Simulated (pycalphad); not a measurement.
## Freezing of Ti-B alloys with rising B

Computed with pycalphad from the COST 507 light-alloy database (1999), at 1 atm. These are 1990s assessments: newer ones move some temperatures and phases. Amounts are mole fractions of atoms.

Scheil-Gulliver runs (no diffusion in the solid, steps of 4 K) beside full equilibrium.

```tsv
alloy	liquidus (K)	Scheil, half solid (K)	Scheil, 80 % solid (K)	Scheil, invariant end (K)	liquid left at that end	equilibrium solidus (K)
Ti-4.25B (at.%)	1856	at the invariant end	at the invariant end	1814	0.61	1814
Ti-8.5B (at.%)	1851	at the invariant end	at the invariant end	1814	0.96	1814
Ti-17B (at.%)	1970	at the invariant end	at the invariant end	1814	0.77	1814
Ti-25.5B (at.%)	[?]	at the invariant end	at the invariant end	1814	[?]	1814
Ti-34B (at.%)	2359	1983	at the invariant end	1814	0.37	1814
```

Complete the blanks.


- Ti-25.5B (at.%), liquidus (K): 2124
- Ti-25.5B (at.%), liquid left at that end: 0.57
